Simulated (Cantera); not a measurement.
## Reactions in the system C-Ca-H-O

Standard-state values (1 bar) from the NASA 1993 polynomials, evaluated with Cantera. Values are per mole of reaction as written; species without (g) are pure solids or liquids, kept so even where they would boil at 1 bar.

CaO + CO(g) + 5 CH4(g) → 6 CH3(g) + Ca(OH)2

```tsv
T (K)	ΔH° (kJ)	ΔS° (J/K)	ΔG° (kJ)	log10 K
300	1014.0	80.1	990.0	-172.37
673	1037.0	131.3	948.6	-73.62
698	1038.0	132.9	945.3	-70.74
723	1039.0	134.3	942.0	-68.05
748	1040.0	135.5	938.6	-65.54
773	1040.9	136.7	935.2	-63.19
798	1041.7	137.8	931.8	-60.99
823	1042.5	138.7	928.3	-58.92
848	1043.2	139.6	924.8	-56.97
873	1043.9	140.4	921.3	-55.13
898	1044.5	141.1	917.8	-53.39
```
